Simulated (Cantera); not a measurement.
Input (Python, Cantera) and output of one run.

```python
import numpy as np
import cantera as ct

gas_names = """
    AL ALCL ALCL2 ALCL3 ALH ALN AL2 AL2CL6 CL CL2 H HCL H2 N NH NH2 NH3 N2 N2H2 N2H4
""".split()
cond_names = """
    AL(cr) AL(L) ALCL3(s) ALCL3(L) ALN(s) NH4CL(a) NH4CL(b)
""".split()


# ... load() reads the species with a 1 bar reference pressure and builds the phases ...
atoms = {
    'Al': {'AL': 1},
    'HCl': {'H': 1, 'CL': 1},
    'N2': {'N': 2},
}
top_T = {'ALN(s)': 2750}  # K; cautious upper limits of use, not melting points


# ... equilibrate(T, P, feed) seeds the gas with the atoms and calls Mixture.equilibrate('TP', solver="vcs", rtol=1e-11, max_steps=5000) ...
results = []
feed = {'Al': 1, 'HCl': 1.3, 'N2': 5.5}  # mol
T = 1300  # K
P = 1000  # Pa
mix = equilibrate(T, P, feed)
results.append((T, P, feed, dict(zip(mix.species_names, mix.species_moles))))
x = sorted(zip(gas.X, gas.species_names), reverse=True)
print(f"T = {T:g} K  P = {P:g} Pa  gas = {mix.phase_moles(0):.4g} mol")
print("   x: " + "  ".join(f"{s} {v:.3e}" for v, s in x if v > 0.0001))
print("   condensed (mol): " + ("  ".join(f"{mix.phase(i).name} {mix.phase_moles(i):.4g}"
      for i in range(1, mix.n_phases) if mix.phase_moles(i) > 1e-12) or "none"))
```

Result:

```
T = 1300 K  P = 1000 Pa  gas = 6.303 mol
   x: N2 8.208e-01  H2 8.213e-02  ALCL3 5.427e-02  HCL 4.199e-02  ALCL2 6.490e-04  ALCL 1.444e-04
   condensed (mol): ALN(s) 0.6529
```

Cantera equilibrium calculation (NASA polynomials, part measured and part estimated; ideal gas, pure solids and liquids). The tables' values for AlCl2 are old estimates; treat these amounts as uncertain.
